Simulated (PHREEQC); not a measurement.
Solution (25 °C): 0.056 mol/kgw H2SO4 and 0.11 mol/kgw MnSO4. Closed to the air; pH follows from the charge balance.

The numbers come from PHREEQC with the ion-association model, wateq4f.dat.

Problem. The ionic strength comes out as 0.298 mol/kgw. What activity coefficients do HSO4-, Mn+2, SO4-2, H+ get?

Solution. HSO4- 0.70, Mn+2 0.29, SO4-2 0.25, H+ 0.78.

Precipitation was switched off in this run.
